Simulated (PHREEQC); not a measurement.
Consider water at 25 °C and 100 atm with 0.13 mol MgSO4 per kg of water. Closed to the air; pH follows from the charge balance.

The numbers come from PHREEQC with the Pitzer model, pitzer.dat.

```json
{
 "ionic_strength": "0.520 mol/kgw",
 "specific_conductance": "17400 µS/cm",
 "density": "1.017 g/cm³",
 "osmotic_coefficient": "0.585"
}
```

```csv
species,molality,activity,log γ
Mg+2,0.130,0.0245,-0.724
SO4-2,0.130,0.0157,-0.917
MgOH+,4.04e-7,2.48e-7,-0.211
HSO4-,3.12e-7,2.09e-7,-0.175
H+,2.39e-7,1.52e-7,-0.196
OH-,1.47e-7,7.22e-8,-0.309
```

Precipitation was switched off in this run. Species that the database lacks are ignored. Under pressure, the constants of complexes without a molar volume in the database are unreliable.
